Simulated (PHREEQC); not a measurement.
1 kg of water holding 82 mmol/kgw K2SO4 and 10 mmol/kgw MgSO4 is evaporated at 5 °C; the solids stay in contact with the brine. CO2 from the air is kept out. Solids allowed: Arcanite, Brucite, Epsomite, Hexahydrite, Kieserite, Leonite, Misenite, Schoenite. Others were left out.

The series has 28 steps of water left (kg), from 1 to 0.005012.

All values are PHREEQC results (Pitzer model, pitzer.dat), not measurements.

Problem. Which solids form, in which order, and at which step of the series does each first stand?

Solution. Arcanite from water left = 0.1711 kg.

Species that the database lacks are ignored. Away from 25 °C the constants follow the database's enthalpies or fits; those with neither stay at their 25 °C values.
